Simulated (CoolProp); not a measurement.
Vapour-liquid equilibrium of fluoroethane (R161) (1) + R227EA (2) at 316.5 K; x and y are mole fractions of (1).

Values from CoolProp's multi-fluid Helmholtz-energy mixture model, Wu 2012 and Lemmon 2016; pair parameters Bell 2016.

```json
[
 {"x": "0.05", "bubble pressure, mixture model (MPa)": "0.7728", "bubble pressure, Raoult's law (MPa)": "0.8049", "y, mixture model": "0.055", "y, Raoult's law": "0.092"},
 {"x": "0.2", "bubble pressure, mixture model (MPa)": "0.8096", "bubble pressure, Raoult's law (MPa)": "0.9115", "y, mixture model": "0.249", "y, Raoult's law": "0.325"},
 {"x": "0.35", "bubble pressure, mixture model (MPa)": "0.8871", "bubble pressure, Raoult's law (MPa)": "1.018", "y, mixture model": "0.453", "y, Raoult's law": "0.509"},
 {"x": "0.5", "bubble pressure, mixture model (MPa)": "0.9979", "bubble pressure, Raoult's law (MPa)": "1.125", "y, mixture model": "0.634", "y, Raoult's law": "0.658"},
 {"x": "0.65", "bubble pressure, mixture model (MPa)": "1.131", "bubble pressure, Raoult's law (MPa)": "1.231", "y, mixture model": "0.777", "y, Raoult's law": "0.781"},
 {"x": "0.8", "bubble pressure, mixture model (MPa)": "1.276", "bubble pressure, Raoult's law (MPa)": "1.338", "y, mixture model": "0.888", "y, Raoult's law": "0.885"},
 {"x": "0.95", "bubble pressure, mixture model (MPa)": "1.428", "bubble pressure, Raoult's law (MPa)": "1.445", "y, mixture model": "0.975", "y, Raoult's law": "0.973"}
]
```

The largest gap from Raoult's law is -12.9 % in bubble pressure, at x = 0.35. No azeotrope shows between x = 0.05 and 0.95.

The pair parameters rest on a limited set of measurements; away from them the model extrapolates.
